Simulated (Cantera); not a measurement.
**acetone + H2O + H2 (carbon deposition, reforming and gasification)**

A closed system holds: 1 mol acetone, 0.76 mol H2O, 3 mol H2, held at 46000 Pa.

Cantera equilibrium calculation (NASA polynomials, part measured and part estimated; ideal gas, pure solids and liquids). Candidate condensed phases: C, C6H6, C7H8, C8H18, H2O; 110 gas species. The feed counts by its element totals alone. Kinetics and transport are ignored.

```csv
T (°C),log p H2,log p CO,log p H2O,log p CH4,log p CO2,log p C2H4,log p C2H6,log p H,n C(graphite)
702,-0.46,-1.12,-1.80,-1.82,-2.26,-7.20,-7.03,-9.17,1.35
727,-0.45,-1.09,-1.95,-1.93,-2.42,-7.14,-7.16,-8.87,1.30
752,-0.45,-1.07,-2.09,-2.04,-2.59,-7.08,-7.28,-8.59,1.26
777,-0.45,-1.05,-2.24,-2.14,-2.77,-7.03,-7.40,-8.32,1.24
802,-0.45,-1.04,-2.39,-2.24,-2.95,-6.98,-7.52,-8.06,1.23
827,-0.44,-1.03,-2.53,-2.33,-3.12,-6.94,-7.63,-7.81,1.22
852,-0.44,-1.03,-2.67,-2.43,-3.29,-6.90,-7.74,-7.57,1.22
877,-0.44,-1.03,-2.80,-2.52,-3.46,-6.86,-7.84,-7.35,1.22
902,-0.44,-1.03,-2.93,-2.60,-3.62,-6.82,-7.94,-7.13,1.22
```
log p: log10 of the partial pressure in bar; n: condensed amount in mol.

From 702 °C to 902 °C the condensed part is C(graphite). The main C-bearing gas is CO throughout. The share of C in condensed phases is highest at 702 °C (44.8 %) and lowest at 877 °C (40.6 %).
